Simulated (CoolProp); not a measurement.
Model: reference Helmholtz-energy equation of state, Lemmon 2006, in CoolProp. It is a short technical equation, of lower accuracy than the large ones.

### Question
Give the vapour pressure (MPa), liquid density (kg/m³), vapour density (kg/m³), surface tension (mN/m) of saturated C3F8 (R218) at 28.85 °C.

### Answer
```
T (°C)  p (MPa)  liquid density (kg/m³)  vapour density (kg/m³)  surface tension (mN/m)
------  -------  ----------------------  ----------------------  ----------------------
28.85     0.961                    1300                    96.0                    3.38
```

Surface tension comes from a separate correlation (Mulero 2012).
